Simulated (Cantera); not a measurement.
## Counterflow diffusion flame

A counterflow diffusion flame at 0.830 bar, nozzles 20 mm apart: fuel side 71.7 % CH₄, 6.74 % C₂H₆, 21.5 % C₃H₈ at 425 K, oxidiser side 23.0 % O₂, 77.0 % N₂ at 425 K, fuel mass flux 0.78 times the oxidiser's; mixture-averaged transport, no radiation.

Model: GRI-Mech 3.0 (53 species, 325 reactions), integrated in Cantera. GRI-Mech 3.0 was tuned for natural gas; its chemistry of propane as a main component is partial and can be far from experiment. GRI-Mech 3.0 has no aromatics or soot, which form on the fuel side of real flames. The maximum strain rate includes the flame's own expansion and is several times the mean.

| oxidiser flux (kg/m²/s) | max strain (1/s) | mean strain (1/s) | T max (K) | peak x OH | peak x H | peak x NO | peak x CO | peak x C₂H₂ |
|---|---|---|---|---|---|---|---|---|
| 0.21 | 179 | 30.6 | 2147 | 0.00949 | 0.00509 | 0.000311 | 0.0668 | 0.0278 |
| 0.26 | 216 | 37.9 | 2136 | 0.00946 | 0.00526 | 0.000296 | 0.0663 | 0.0270 |
| 0.33 | 267 | 48.1 | 2123 | 0.00941 | 0.00545 | 0.000279 | 0.0657 | 0.0261 |
| 0.42 | 332 | 61.2 | 2111 | 0.00935 | 0.00565 | 0.000262 | 0.0653 | 0.0252 |
| 0.53 | 409 | 77.2 | 2100 | 0.00929 | 0.00584 | 0.000244 | 0.0650 | 0.0244 |
| 0.68 | 513 | 99.1 | 2088 | 0.00921 | 0.00604 | 0.000224 | 0.0648 | 0.0234 |
| 0.86 | 636 | 125 | 2074 | 0.00908 | 0.00620 | 0.000204 | 0.0646 | 0.0225 |
| 1.1 | 795 | 160 | 2059 | 0.00888 | 0.00633 | 0.000180 | 0.0645 | 0.0213 |
| 1.4 | 990 | 204 | 2042 | 0.00863 | 0.00643 | 0.000156 | 0.0645 | 0.0201 |
| 1.7 | 1180 | 248 | 2026 | 0.00836 | 0.00645 | 0.000136 | 0.0646 | 0.0189 |
x: mole fraction; the columns are a selection and need not sum to one.
